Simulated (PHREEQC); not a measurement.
1 kg of water holding 0.15 mol NaOH and 0.38 mol K2CO3 meets 20 L of dry gas (CO2 1 by moles) at fixed total pressure, at 60 °C; fugacities by Peng-Robinson. The gases take part in no redox reaction, some water evaporates into the gas, and hydrates or a liquid gas phase aren't modelled. Precipitation was switched off in this run.

All values are PHREEQC results (Pitzer model, pitzer.dat), not measurements.

```json
[
 {"P (atm)": "2", "dissolved CO2 (all carbonate carbon) (mol/kgw)": "0.932", "φ of CO2": "0.992", "pH": "7.52"},
 {"P (atm)": "5", "dissolved CO2 (all carbonate carbon) (mol/kgw)": "?", "φ of CO2": "0.981", "pH": "7.11"},
 {"P (atm)": "10", "dissolved CO2 (all carbonate carbon) (mol/kgw)": "?", "φ of CO2": "0.961", "pH": "6.82"},
 {"P (atm)": "20", "dissolved CO2 (all carbonate carbon) (mol/kgw)": "1.19", "φ of CO2": "0.924", "pH": "6.53"},
 {"P (atm)": "30", "dissolved CO2 (all carbonate carbon) (mol/kgw)": "?", "φ of CO2": "0.887", "pH": "?"},
 {"P (atm)": "40", "dissolved CO2 (all carbonate carbon) (mol/kgw)": "1.42", "φ of CO2": "0.851", "pH": "6.27"},
 {"P (atm)": "50", "dissolved CO2 (all carbonate carbon) (mol/kgw)": "1.52", "φ of CO2": "0.816", "pH": "?"},
 {"P (atm)": "75", "dissolved CO2 (all carbonate carbon) (mol/kgw)": "1.71", "φ of CO2": "?", "pH": "6.08"},
 {"P (atm)": "100", "dissolved CO2 (all carbonate carbon) (mol/kgw)": "1.85", "φ of CO2": "0.654", "pH": "6.01"},
 {"P (atm)": "150", "dissolved CO2 (all carbonate carbon) (mol/kgw)": "2.00", "φ of CO2": "0.525", "pH": "5.95"},
 {"P (atm)": "200", "dissolved CO2 (all carbonate carbon) (mol/kgw)": "2.08", "φ of CO2": "0.447", "pH": "5.91"},
 {"P (atm)": "300", "dissolved CO2 (all carbonate carbon) (mol/kgw)": "2.19", "φ of CO2": "0.367", "pH": "5.84"},
 {"P (atm)": "400", "dissolved CO2 (all carbonate carbon) (mol/kgw)": "2.28", "φ of CO2": "0.331", "pH": "5.79"}
]
```

Task: What belongs in the gaps?

Result: 
- 5, dissolved CO2 (all carbonate carbon) (mol/kgw): 0.983
- 10, dissolved CO2 (all carbonate carbon) (mol/kgw): 1.06
- 30, dissolved CO2 (all carbonate carbon) (mol/kgw): 1.31
- 30, pH: 6.38
- 50, pH: 6.20
- 75, φ of CO2: 0.732

Constants without temperature data keep their 25 °C values here.
